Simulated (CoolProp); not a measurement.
n-undecane at 298.15 K and 0.17 MPa is throttled through a valve to 0.0744 MPa with no heat exchange. Each further row changes one setting.

The numbers come from the reference Helmholtz-energy equation of state, Aleksandrov 2011 in CoolProp. It is a short technical equation, of lower accuracy than the large ones.

| case | temperature change (K) |
|---|---|
| as stated | +0.0 |
| outlet pressure 0.0223 MPa | +0.1 |
| outlet pressure 0.0967 MPa | +0.0 |
